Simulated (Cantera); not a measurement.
Cantera run, input and output.

```python
import numpy as np
import cantera as ct

gas = ct.Solution("gri30.yaml")


def delay(T, t_max=10):
    gas.TPX = T, 150000, {'CH4': 1, 'CO': 1, 'O2': 5.21, 'N2': 19.6, 'H2O': 2.1}
    reactor = ct.IdealGasReactor(gas, clone=False)
    net = ct.ReactorNet([reactor])
    net.rtol, net.atol = 1e-8, 1e-16
    while net.time < t_max:
        t_old, T_old = net.time, reactor.T
        net.step()
        if reactor.T > T + 400:  # ignition: a rise of 400 K
            return t_old + (T + 400 - T_old) / (reactor.T - T_old) * (net.time - t_old)
    return np.nan


taus = []
for T in [1123, 1198, 1273, 1348, 1423, 1498, 1573]:
    taus.append(delay(T))
    print(f"T0 = {T:6g} K   tau = {taus[-1]:.4e} s")
```

Output:

```
T0 =   1123 K   tau = 7.3903e-02 s
T0 =   1198 K   tau = 2.3347e-02 s
T0 =   1273 K   tau = 8.1873e-03 s
T0 =   1348 K   tau = 3.1621e-03 s
T0 =   1423 K   tau = 1.3464e-03 s
T0 =   1498 K   tau = 6.3286e-04 s
T0 =   1573 K   tau = 3.2627e-04 s
```

Computed with Cantera and GRI-Mech 3.0 (53 species, 325 reactions).
